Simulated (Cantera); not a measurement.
Source: NASA polynomial tables (part measured, part estimated), evaluated in Cantera. Values are per mole of reaction as written; species without (g) are pure solids or liquids, kept so even where they would boil at 1 bar.

C + 2 Si ⇌ Si2C(g)

| T (K) | ΔH° (kJ) | ΔS° (J/K) | ΔG° (kJ) | log10 K |
|---|---|---|---|---|
| 300 | 535.6 | 198.9 | 475.9 | -82.86 |
| 573 | 533.7 | 194.9 | 422.0 | -38.47 |
| 623 | 533.2 | 194.0 | 412.3 | -34.57 |
| 673 | 532.6 | 193.1 | 402.6 | -31.25 |
| 723 | 531.9 | 192.2 | 393.0 | -28.39 |
| 773 | (withheld) | (withheld) | (withheld) | (withheld) |
| 823 | 530.6 | 190.4 | 373.9 | -23.73 |
| 873 | (withheld) | (withheld) | (withheld) | (withheld) |
| 923 | (withheld) | (withheld) | (withheld) | (withheld) |
| 973 | 528.3 | 187.9 | 345.5 | -18.55 |
| 1023 | 527.5 | 187.1 | 336.1 | -17.16 |
| 1073 | (withheld) | (withheld) | (withheld) | (withheld) |

Question: Some entries are withheld; supply them.

Answer: 
- 773, ΔH° (kJ): 531.3
- 773, ΔS° (J/K): 191.3
- 773, ΔG° (kJ): 383.4
- 773, log10 K: -25.91
- 873, ΔH° (kJ): 529.8
- 873, ΔS° (J/K): 189.5
- 873, ΔG° (kJ): 364.4
- 873, log10 K: -21.80
- 923, ΔH° (kJ): 529.1
- 923, ΔS° (J/K): 188.7
- 923, ΔG° (kJ): 354.9
- 923, log10 K: -20.09
- 1073, ΔH° (kJ): 526.7
- 1073, ΔS° (J/K): 186.3
- 1073, ΔG° (kJ): 326.8
- 1073, log10 K: -15.91
